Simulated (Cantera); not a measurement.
**Ignition delay**

Mixture: 6.22 % CH₄, 19.7 % O₂, 74.1 % N₂, equivalence ratio 0.63, at 1.01 bar, adiabatic and at constant volume. Ignition delay is the time to a rise of 400 K.

Computed with Cantera and GRI-Mech 3.0 (53 species, 325 reactions).

```json
[
 {"T0 (K)": "1000", "delay (ms)": "845"},
 {"T0 (K)": "1075", "delay (ms)": "235"},
 {"T0 (K)": "1150", "delay (ms)": "71.8"},
 {"T0 (K)": "1225", "delay (ms)": "24.0"},
 {"T0 (K)": "1300", "delay (ms)": "8.80"},
 {"T0 (K)": "1375", "delay (ms)": "3.52"}
]
```

The apparent activation energy between 1225 and 1375 K comes out as 180 kJ/mol.
